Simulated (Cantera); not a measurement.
Input: 1 mol Al, 0.023 mol O2, 3 mol H2, held at 1523 K and 1.00 bar.

Cantera equilibrium calculation (NASA polynomials, part measured and part estimated; ideal gas, pure solids and liquids). Candidate condensed phases: Al, Al2O3, H2O; 19 gas species. Mutual solubility and eutectic melting of coexisting phases are not modelled. The numbers say what is thermodynamically allowed, not how fast it happens.

Base state: H2 1.000, H 2.31e-5, AlH 2.12e-5, Al 1.92e-5, Al2O 1.47e-5 (mole fractions); condensed: Al(l) + Al2O3(s).

Task: What changes in the equilibrium state with this change: pressure from 1.00 bar to 10.0 mbar?

Result: 
```tsv
species	before	after
H2	1.000	0.996
Al	1.92e-5	0.00192
Al2O	1.47e-5	0.00147
AlH	2.12e-5	0.000211
H	2.31e-5	0.000231
Al(l), mol	0.969	0.957
Al2O3(s), mol	0.0153	0.0139
```
